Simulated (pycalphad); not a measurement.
An equivalent pycalphad script:

```python
from pycalphad import Database, equilibrium, calculate, variables as v
import numpy as np
db = Database('COST507.tdb')
comps = ['HF', 'C', 'VA']
phases = ['BCC_A2', 'FCC_A1', 'GRAPHITE', 'HCP_A3', 'LIQUID']
eq = equilibrium(db, comps, phases, {v.X('C'): 0.006, v.T: np.arange(3300, 499, -50), v.P: 101325, v.N: 1}, output=['HM', 'SM'])
```

Source of the numbers: pycalphad with the COST 507 light-alloy database (1999); pressure 1 atm. The data set is of 1999 and partly superseded. Amounts are mole fractions of atoms. Kinetics are ignored, which matters at the lower temperatures.

Results at three of the temperatures:

```
T = 2700.00 K, P = 101325 Pa, N = 1 mol of atoms
G = -227266 J/mol, H = 112910 J/mol, S = 125.99 J/(mol K)  (SER reference)
chemical potentials (J/mol): Hf -226273, C -391827
phase             fraction      x(Hf)       x(C)
LIQUID              1.0000     0.9940     0.0060
```

```
T = 2600.00 K, P = 101325 Pa, N = 1 mol of atoms
G = -214749 J/mol, H = 108521 J/mol, S = 124.33 J/(mol K)  (SER reference)
chemical potentials (J/mol): Hf -213733, C -383115
phase             fraction      x(Hf)       x(C)
LIQUID              1.0000     0.9940     0.0060
```

```
T = 2100.00 K, P = 101325 Pa, N = 1 mol of atoms
G = -158979 J/mol, H = 59462 J/mol, S = 104.02 J/(mol K)  (SER reference)
chemical potentials (J/mol): Hf -157743, C -363793
phase             fraction      x(Hf)       x(C)
HCP_A3              0.6048     0.9903     0.0097
BCC_A2              0.3952     0.9997   0.000264
```

Changes of the phase set, refined by bisection:

```json
[
 {"T (°C)": "2222.2", "phases above": "liquid", "phases below": "bcc + liquid"},
 {"T (°C)": "2206.3", "phases above": "bcc + liquid", "phases below": "bcc + hcp"},
 {"T (°C)": "1787.7", "phases above": "bcc + hcp", "phases below": "hcp"}
]
```

BCC_A2 is bcc; HCP_A3 is hcp. The fcc model also describes the rock-salt carbide or nitride (TiC, TiN, HfC).
